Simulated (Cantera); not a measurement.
Stirred combustor or abatement burner

A perfectly stirred reactor is fed with C3H8 : O2 : N2 = 1 : 10.2 : 38.4 (molar parts), at 1000000 Pa; it is adiabatic with a 698 K inlet, and is followed from long to short residence time, starting on the burning branch (τ in s: 0.032, 0.014, 0.0061, 0.0027, 0.0012, 0.00051, 0.00022, 9.6e-05, 4.2e-05, 1.8e-05, 8e-06, 3.5e-06).

Detailed kinetics in Cantera: GRI-Mech 3.0 (53 species, 325 reactions). GRI-Mech 3.0 was tuned for natural gas; its chemistry of propane as a main component is partial and can be far from experiment.

| τ (s) | T (K) | x C3H8 | x O2 | x H2 | x HCO | x OH | x CH3 |
|---|---|---|---|---|---|---|---|
| 0.032 | 1813 | 6.91e-7 | 0.103 | 1.29e-5 | 3.70e-9 | 0.000441 | 7.23e-7 |
| 0.014 | 1811 | 1.38e-6 | 0.103 | 2.02e-5 | 8.48e-9 | 0.000526 | 1.37e-6 |
| 0.0061 | 1808 | 2.66e-6 | 0.103 | 3.33e-5 | 1.97e-8 | 0.000644 | 2.51e-6 |
| 0.0027 | 1803 | 4.97e-6 | 0.103 | 5.56e-5 | 4.56e-8 | 0.000789 | 4.42e-6 |
| 0.0012 | 1795 | 9.11e-6 | 0.103 | 9.40e-5 | 1.07e-7 | 0.000960 | 7.66e-6 |
| 0.00051 | 1780 | 1.73e-5 | 0.104 | 0.000166 | 2.64e-7 | 0.00115 | 1.37e-5 |
| 0.00022 | 1752 | 3.43e-5 | 0.106 | 0.000295 | 6.50e-7 | 0.00128 | 2.51e-5 |
| 9.6e-5 | 1687 | 8.73e-5 | 0.110 | 0.000596 | 1.60e-6 | 0.00111 | 5.52e-5 |
| 4.2e-5 | 698 | 0.0202 | 0.206 | <1e-12 | <1e-12 | <1e-12 | <1e-12 |
| 1.8e-5 | 698 | 0.0202 | 0.206 | <1e-12 | <1e-12 | <1e-12 | <1e-12 |
| 8.0e-6 | 698 | 0.0202 | 0.206 | <1e-12 | <1e-12 | <1e-12 | <1e-12 |
| 3.5e-6 | 698 | 0.0202 | 0.206 | <1e-12 | <1e-12 | <1e-12 | <1e-12 |
x: mole fraction; the columns are a selection and need not sum to one.
